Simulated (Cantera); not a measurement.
## Thermodynamics of iron carbonyl, mercury and lead vapours, feed PbO + H2 + O2

Charge: 1 mol PbO, a varied amount of H2, 0.041 mol O2, at 998.15 K and 0.00520 bar.

These are equilibrium values from Cantera (NASA tables, ideal gas, pure condensed phases), not measurements of a reactor. Candidate condensed phases: H2O, Pb, PbO, PbO2, Pb3O4; 12 gas species. Rates play no part.

| n(H2) (mol) | x H2O | x H2 | x Pb | x PbO | x H | n Pb(l) | n PbO(yellow) |
|---|---|---|---|---|---|---|---|
| 0.35 | 0.997 | 0.000146 | 0.00299 | 5.51e-5 | 3.62e-10 | 0.267 | 0.732 |
| 0.42 | 0.997 | 0.000146 | 0.00299 | 5.51e-5 | 3.62e-10 | 0.337 | 0.662 |
| 0.5 | 0.997 | 0.000146 | 0.00299 | 5.51e-5 | 3.62e-10 | 0.416 | 0.582 |
| 0.6 | 0.997 | 0.000146 | 0.00299 | 5.51e-5 | 3.62e-10 | 0.516 | 0.482 |
| 0.72 | 0.997 | 0.000146 | 0.00299 | 5.51e-5 | 3.62e-10 | 0.636 | 0.362 |
| 0.86 | 0.997 | 0.000146 | 0.00299 | 5.51e-5 | 3.62e-10 | 0.775 | 0.222 |
| 1 | 0.997 | 0.000146 | 0.00299 | 5.51e-5 | 3.62e-10 | 0.915 | 0.0821 |
| 1.2 | 0.899 | 0.0980 | 0.00299 | 7.39e-8 | 9.38e-9 | 0.996 | 0 |
| 1.5 | 0.719 | 0.278 | 0.00299 | 2.09e-8 | 1.58e-8 | 0.996 | 0 |
| 1.8 | 0.599 | 0.398 | 0.00299 | 1.21e-8 | 1.89e-8 | 0.995 | 0 |
| 2.1 | 0.514 | 0.483 | 0.00299 | 8.57e-9 | 2.08e-8 | 0.994 | 0 |
x: gas mole fraction; n: condensed amount in mol.

From 0.35 mol H2 to 1 mol H2 the condensed part is Pb(l) + PbO(yellow). From 1.2 mol H2 to 2.1 mol H2 the condensed part is Pb(l). The main Pb-bearing gas is Pb throughout.
